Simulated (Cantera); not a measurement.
Feed: 1 mol C₃H₆, 0.21 mol NH₃, 1.4 mol N₂, equilibrated at 2577 °C.

Method: chemical equilibrium by Gibbs-energy minimisation in Cantera with the NASA 1993 tables (ideal gas, pure condensed phases). Candidate condensed phases: C, C₆H₆, C₇H₈, C₈H₁₈; 92 gas species. The ideal-gas law is rough above about 30 bar. Equilibrium is a limit: real reactors are often held back by kinetics, nucleation or transport.

log p: log10 of the partial pressure in bar; n: condensed amount in mol.

```
P (Pa)       log p H    log p H₂    log p N₂  log p C₃   log p HCN  log p C    log p CN  log p C₂H₂ (acetylene)  log p C₂   log p HNC  n C(graphite)
--------  ----------  ----------  ----------  --------  ----------  -------  ----------  ----------------------  --------  ----------  -------------
10             -4.16       -6.30       -4.84     -5.17       -6.70    -5.26       -5.61                   -8.33     -5.86       -7.48              0
46             -3.51       -4.99       -4.16     -4.41       -5.45    -5.01       -5.02                   -6.51     -5.36       -6.23              0
220            -2.85       -3.67       -3.40     -4.24       -4.35    -4.95       -4.58                   -5.08     -5.24       -5.13           1.93
1000           -2.32       -2.61       -2.68     -4.24       -3.46    -4.95       -4.22                   -4.02     -5.24       -4.24           2.41
4600           -1.88       -1.74       -1.96     -4.24       -2.67    -4.95       -3.86                   -3.14     -5.24       -3.44           2.45
22000          -1.49       -0.95       -1.25     -4.24       -1.92    -4.95       -3.51                   -2.36     -5.24       -2.70           2.43
100000    (withheld)  (withheld)  (withheld)     -4.24  (withheld)    -4.95  (withheld)              (withheld)     -5.24  (withheld)           2.41
460000         -0.79        0.44        0.10     -4.24       -0.55    -4.95       -2.83                   -0.97     -5.24       -1.33           2.40
2200000   (withheld)  (withheld)  (withheld)     -4.24  (withheld)    -4.95  (withheld)              (withheld)     -5.24  (withheld)           2.40
10000000       -0.12        1.79        1.44     -4.24        0.80    -4.95       -2.16                    0.38     -5.24        0.02           2.38
```

Problem. Complete the blanks.

Solution. 
- 2200000, log p H: -0.45
- 2200000, log p H₂: 1.13
- 2200000, log p N₂: 0.78
- 2200000, log p HCN: 0.14
- 2200000, log p CN: -2.49
- 2200000, log p C₂H₂ (acetylene): -0.28
- 2200000, log p HNC: -0.64
- 100000, log p H: -1.13
- 100000, log p H₂: -0.25
- 100000, log p N₂: -0.58
- 100000, log p HCN: -1.23
- 100000, log p CN: -3.17
- 100000, log p C₂H₂ (acetylene): -1.65
- 100000, log p HNC: -2.01
